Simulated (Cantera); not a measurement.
Input: 1 mol n-butane, 0.26 mol NH3, 0.69 mol H2, held at 1625 K and 0.0300 bar.

Equilibrium computed with Cantera from the NASA thermochemical tables; the gas is ideal and each condensed phase is pure. Candidate condensed phases: C, C6H6, C7H8, C8H18; 92 gas species. Kinetics and transport are ignored.

Base state: H2 0.978, N2 0.0208, H 0.000403, HCN 0.000340, CH4 4.22e-5, C2H2 (acetylene) 3.48e-5 (mole fractions); condensed: C(graphite).

Question: What changes in the equilibrium state with this change: NH3 from 0.26 to 0.055 mol?

Answer: 
```json
[
 {"species": "H2", "before": "0.978", "after": "0.995"},
 {"species": "N2", "before": "0.0208", "after": "0.00466"},
 {"species": "H", "before": "0.000403", "after": "0.000406"},
 {"species": "HCN", "before": "0.000340", "after": "0.000162"},
 {"species": "CH4", "before": "4.22e-5", "after": "4.36e-5"},
 {"species": "C2H2 (acetylene)", "before": "3.48e-5", "after": "3.54e-5"},
 {"species": "C(graphite), mol", "before": "4.00", "after": "4.00"}
]
```
